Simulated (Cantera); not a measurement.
**Equilibrium for carbon deposition, reforming and gasification: C₃H₆ + CO₂**

Input: 1 mol C₃H₆, 0.23 mol CO₂, at 2673.15 K.

Equilibrium computed with Cantera from the NASA thermochemical tables; the gas is ideal and each condensed phase is pure. Candidate condensed phases: C, C₆H₆, C₇H₈, C₈H₁₈, H₂O; 110 gas species. The ideal-gas law is rough above about 30 bar. Kinetics and transport are ignored.

From 10.0 Pa to 100 bar the condensed part is C(graphite). The main C-bearing gas is C₃ at 10.0 Pa and CO at 100 bar. The share of C in condensed phases is highest at 18.0 mbar (82.3 %) and lowest at 10.0 Pa (39.5 %).

```
P (Pa)      x H₂      x H    x CO      x C₃  x C₂H₂ (acetylene)       x C     x CH₄      x C₂  n C(graphite)
--------  ------  -------  ------  --------  ------------------  --------  --------  --------  -------------
10        0.0257    0.822  0.0672    0.0614            0.000549    0.0154  7.63e-12   0.00585           1.28
56         0.127    0.774  0.0794    0.0110             0.00273   0.00275   1.05e-9   0.00104           2.50
320        0.353    0.539  0.0967   0.00192             0.00755  0.000481   4.62e-8  0.000183           2.65
1800       0.581    0.291   0.113  0.000341              0.0124   8.55e-5   7.04e-7   3.25e-5           2.66
10000      0.722    0.138   0.124   6.14e-5              0.0154   1.54e-5   6.04e-6   5.85e-6           2.65
56000      0.793   0.0610   0.129   1.10e-5              0.0170   2.75e-6   4.07e-5   1.04e-6           2.65
320000     0.824   0.0260   0.131   1.92e-6              0.0176   4.81e-7  0.000252   1.83e-7           2.64
1800000    0.836   0.0111   0.132   3.41e-7              0.0179   8.55e-8   0.00146   3.25e-8           2.64
10000000   0.834  0.00468   0.134   6.14e-8              0.0178   1.54e-8   0.00805   5.85e-9           2.61
```
x: gas mole fraction; n: condensed amount in mol.
